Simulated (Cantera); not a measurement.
A closed system holds: 1 mol borazine, 0.86 mol N₂, 0.32 mol O₂, at 1.33 mbar.

Cantera equilibrium calculation (NASA polynomials, part measured and part estimated; ideal gas, pure solids and liquids). Candidate condensed phases: B, BN, B₂O₃, B₃O₃H₃, H₂O; 39 gas species. The feed counts by its element totals alone. Mutual solubility and eutectic melting of coexisting phases are not modelled. The tables' values for BH₂ are old estimates; treat these amounts as uncertain. The numbers say what is thermodynamically allowed, not how fast it happens.

x: gas mole fraction; n: condensed amount in mol.

| T (K) | x H₂ | x N₂ | x HBO | x BO | x B₂O₃ | x B₂O₂ | x H | x HBO₂ | n BN(s) | n B₂O₃(l) |
|---|---|---|---|---|---|---|---|---|---|---|
| 1000 | 0.736 | 0.263 | 1.19e-7 | <1e-12 | 2.51e-9 | 1.13e-12 | 5.33e-8 | 1.61e-5 | 2.57 | 0.213 |
| 1150 | 0.736 | 0.263 | 1.16e-5 | 1.35e-9 | 1.25e-6 | 4.77e-9 | 1.75e-6 | 0.000235 | 2.57 | 0.212 |
| 1300 | 0.734 | 0.263 | 0.000383 | 4.89e-7 | 0.000140 | 2.79e-6 | 2.60e-5 | 0.00177 | 2.58 | 0.207 |
| 1450 | 0.719 | 0.260 | (withheld) | (withheld) | (withheld) | (withheld) | (withheld) | (withheld) | 2.58 | (withheld) |
| 1600 | 0.667 | 0.253 | 0.0323 | 0.00134 | 0.0247 | 0.00904 | 0.00122 | 0.0105 | 2.51 | 0 |
| 1750 | 0.636 | 0.258 | (withheld) | (withheld) | (withheld) | 0.0230 | (withheld) | (withheld) | 2.41 | 0 |
| 1900 | 0.611 | 0.256 | 0.0642 | 0.0286 | 0.000825 | 0.0215 | 0.0170 | 0.000342 | 2.36 | 0 |

### Question
Fill in the missing entries.

### Answer

- 1450, x HBO: 0.00596
- 1450, x BO: 5.12e-5
- 1450, x B₂O₃: 0.00564
- 1450, x B₂O₂: 0.000424
- 1450, x H: 0.000220
- 1450, x HBO₂: 0.00841
- 1450, n B₂O₃(l): 0.157
- 1750, x HBO: 0.0591
- 1750, x BO: 0.00890
- 1750, x B₂O₃: 0.00783
- 1750, x H: 0.00508
- 1750, x HBO₂: 0.00260
